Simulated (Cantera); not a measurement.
Mixture: 13.4 % CO, 7.91 % H₂, 0.496 % CH₄, 8.33 % O₂, 52.4 % N₂, 17.4 % CO₂, at 1200 Torr, adiabatic and at constant pressure. Ignition delay is the time to a rise of 400 K.

Detailed kinetics in Cantera: GRI-Mech 3.0 (53 species, 325 reactions). Below about 1000 K GRI-Mech 3.0 lacks low-temperature oxidation paths. Below about 950 K walls govern HO2 and H2O2 in real vessels. Where the delays flatten at high temperature, the 400 K rule measures the pace of heat release, not the induction time.

**Question.** Predict: delay at 875 K; delay at 1025 K; delay at 1175 K; delay at 1325 K.

**Answer.** 
```json
{
 "delay at 875 K": "0.304 s",
 "delay at 1025 K": "0.870 ms",
 "delay at 1175 K": "0.109 ms",
 "delay at 1325 K": "57.2 µs"
}
```
